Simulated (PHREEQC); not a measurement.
PHREEQC input (ion-association model, wateq4f.dat):

```
SOLUTION_MASTER_SPECIES
  An  An-  0  An  62.0  # stands for a non-complexing anion
SOLUTION_SPECIES
  An- = An-
    -log_k 0
    -gamma 3.0 0
PHASES
  Fix_H+
    H+ = H+
    -log_k 0
SOLUTION 1
  temp 25
  units mmol/kgw
  pH 7 charge
  Cl 2.8
  Zn 1.4
  F 0.034
  Na 10.034
  An 10
END
SELECTED_OUTPUT 1
  -reset false
  -pH true
  -pe true
  -ionic_strength true
  -water true
  -totals Cl F Na Zn
  -molalities Hfo_wOH Hfo_wOH2+ Hfo_wO- Hfo_sOH Hfo_sOH2+ Hfo_sO- Hfo_wF Hfo_wOHF- Hfo_sOZn+ Hfo_wOZn+
  -saturation_indices Zn(OH)2-e Zn5(OH)8Cl2 Halite ZnF2
USER_PUNCH 1
  -headings sigma psi
  10 PUNCH EDL("sigma", "Hfo"), EDL("psi", "Hfo")
PRINT
  -reset false
USE solution 1
SURFACE 1
  Hfo_wOH 0.00359551 600 1.6
  Hfo_sOH 8.98876e-05
EQUILIBRIUM_PHASES 1
  Fix_H+ -4 HAn 10
    -force_equality true
  O2(g) -0.68 10
END
# ... the last block is repeated for the other 12 points of pH, with NaOH or the acid as the point needs
```

Selected output (columns that matter, 13 of 13 rows; pH added in front):

```
pH	mu	Cl	F	Na	Zn	m_Hfo_wOH	m_Hfo_wOH2+	m_Hfo_wO-	si_Zn(OH)2-e	si_Zn5(OH)8Cl2	si_Halite	si_ZnF2	sigma	psi
4	0.015495	0.0028	3.8809e-07	0.010034	0.0013974	0.0012342	0.0023125	1.5089e-05	-6.561	-27.023	-6.2431	-14.594	0.23532	0.17849
4.67	0.014952	0.0028	6.8043e-07	0.010034	0.0013716	0.0019057	0.001603	5.1898e-05	-5.2262	-21.687	-6.2414	-14.028	0.15936	0.15943
5.33	0.014436	0.0028	1.5039e-06	0.010034	0.0013031	0.0023705	0.0010492	0.00012269	-3.9257	-16.503	-6.2398	-13.338	0.10068	0.13689
6	0.013621	0.0028	3.6102e-06	0.010034	0.0010967	0.0025166	0.0005862	0.0002475	-2.6563	-11.493	-6.2371	-12.639	0.061887	0.11374
6.67	0.013133	0.0027999	7.2737e-06	0.011238	0.00055959	0.0020886	0.00018294	0.00054629	-1.6071	-7.5847	-6.1859	-12.316	0.045402	0.099238
7.33	0.012801	0.0027999	1.4436e-05	0.01218	0.00015554	0.0014246	4.9078e-05	0.00094738	-0.8488	-5.1113	-6.1495	-12.278	0.032859	0.084168
8	0.012751	0.0027999	2.4876e-05	0.012605	2.0596e-05	0.0010666	2.1568e-05	0.0012084	-0.4437	-4.4256	-6.1343	-12.739	0.018436	0.058222
8.67	0.012804	0.0027999	3.1283e-05	0.012767	3.7899e-06	0.00092961	1.4754e-05	0.0013418	-0.2732	-4.9131	-6.129	-13.709	0.0066619	0.02481
9.33	0.01287	0.0027999	3.3323e-05	0.012882	2.9834e-06	0.0008426	1.1346e-05	0.0014335	-0.1589	-5.6617	-6.1253	-14.86	-0.0026095	-0.010011
10	0.013011	0.0027999	3.3842e-05	0.013077	3.9422e-06	0.00074546	8.2929e-06	0.0015351	-0.0231	-6.3231	-6.1192	-16.052	-0.013181	-0.044738
10.67	0.013505	0.0027998	3.3961e-05	0.013648	7.3374e-06	0.00060414	4.9672e-06	0.0016833	0.1984	-6.5576	-6.1023	-17.169	-0.028739	-0.076605
11.33	0.015541	0.0027998	3.3989e-05	0.015803	2.7293e-05	0.0004101	2.0275e-06	0.0019002	0.5808	-5.9722	-6.045	-18.113	-0.052848	-0.10258
12	0.025332	0.0027998	3.3996e-05	0.02583	0.00021903	0.00025588	6.6736e-07	0.0022475	0.9928	-5.2775	-5.8562	-19.07	-0.10717	-0.12579
```

Along this series the solution becomes supersaturated in solids that the run did not let form, among them Zn(OH)2-e.
